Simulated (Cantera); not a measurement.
Feed: 1 mol CH₄, 1.8 mol H₂, 0.21 mol N₂, equilibrated at 8.00 bar.

These are equilibrium values from Cantera (NASA tables, ideal gas, pure condensed phases), not measurements of a reactor. Candidate condensed phases: C, C₆H₆, C₇H₈, C₈H₁₈; 92 gas species. Equilibrium is a limit: real reactors are often held back by kinetics, nucleation or transport.

x: gas mole fraction; n: condensed amount in mol.

```json
[
 {"T (°C)": "352", "x H₂": "0.577", "x CH₄": "0.340", "x N₂": "0.0596", "x NH₃": "0.0235", "x HCN": "<1e-12", "x C₂H₄": "<1e-12", "x C₂H₆": "2.05e-7", "n C(graphite)": "0"},
 {"T (°C)": "502", "x H₂": "0.595", "x CH₄": "0.333", "x N₂": "0.0682", "x NH₃": "(withheld)", "x HCN": "(withheld)", "x C₂H₄": "(withheld)", "x C₂H₆": "(withheld)", "n C(graphite)": "0"},
 {"T (°C)": "652", "x H₂": "0.597", "x CH₄": "0.333", "x N₂": "0.0694", "x NH₃": "0.000967", "x HCN": "1.48e-7", "x C₂H₄": "3.06e-7", "x C₂H₆": "1.60e-5", "n C(graphite)": "0"},
 {"T (°C)": "802", "x H₂": "0.740", "x CH₄": "0.197", "x N₂": "0.0625", "x NH₃": "0.000466", "x HCN": "3.41e-6", "x C₂H₄": "3.56e-6", "x C₂H₆": "1.72e-5", "n C(graphite)": "0.339"},
 {"T (°C)": "952", "x H₂": "0.865", "x CH₄": "(withheld)", "x N₂": "0.0564", "x NH₃": "(withheld)", "x HCN": "(withheld)", "x C₂H₄": "(withheld)", "x C₂H₆": "(withheld)", "n C(graphite)": "(withheld)"},
 {"T (°C)": "1102", "x H₂": "0.913", "x CH₄": "0.0332", "x N₂": "0.0540", "x NH₃": "0.000151", "x HCN": "8.96e-5", "x C₂H₄": "1.32e-5", "x C₂H₆": "2.39e-6", "n C(graphite)": "0.871"},
 {"T (°C)": "1252", "x H₂": "0.931", "x CH₄": "0.0158", "x N₂": "0.0530", "x NH₃": "9.51e-5", "x HCN": "0.000279", "x C₂H₄": "1.87e-5", "x C₂H₆": "1.01e-6", "n C(graphite)": "0.936"}
]
```

Question: Fill in the missing entries.

Answer: 
- 952, x CH₄: 0.0786
- 952, x NH₃: 0.000260
- 952, x HCN: 2.16e-5
- 952, x C₂H₄: 8.07e-6
- 952, x C₂H₆: 6.40e-6
- 952, n C(graphite): 0.708
- 502, x NH₃: 0.00371
- 502, x HCN: 5.68e-10
- 502, x C₂H₄: 1.39e-9
- 502, x C₂H₆: 2.65e-6
